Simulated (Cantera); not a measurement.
An isothermal, constant-pressure homogeneous reactor starts with 0.0987 % CO, 1.09 % O2, 0.109 % H2O, 98.7 % N2, equivalence ratio 0.045, at 975 K and 75.0 Torr.

Computed with Cantera and GRI-Mech 3.0 (53 species, 325 reactions).

x: mole fraction; the columns are a selection and need not sum to one.

```tsv
t (s)	x CO	x O2	x H2O	x N2O	x O
2.00e-6	0.000987	0.0109	0.00109	<1e-12	<1e-12
8.12e-6	0.000987	0.0109	0.00109	<1e-12	<1e-12
3.30e-5	0.000987	0.0109	0.00109	<1e-12	<1e-12
0.000134	0.000987	0.0109	0.00109	<1e-12	<1e-12
0.000543	0.000987	0.0109	0.00109	<1e-12	<1e-12
0.00220	0.000987	0.0109	0.00109	<1e-12	1.40e-12
0.00894	0.000987	0.0109	0.00109	<1e-12	5.68e-12
0.0363	0.000987	0.0109	0.00109	<1e-12	2.56e-11
0.147	0.000987	0.0109	0.00109	<1e-12	3.45e-10
0.598	0.000983	0.0109	0.00109	1.42e-10	(withheld)
2.43	0.000174	0.0105	0.00108	3.59e-8	(withheld)
9.85	1.21e-5	0.0104	0.00109	5.04e-8	(withheld)
40.0	5.92e-7	0.0104	0.00109	5.37e-8	(withheld)
```

**Question.** Fill in the missing entries.

**Answer.** 
- 0.598, x O: 2.43e-6
- 2.43, x O: 8.91e-6
- 9.85, x O: 6.09e-7
- 40.0, x O: 3.22e-8
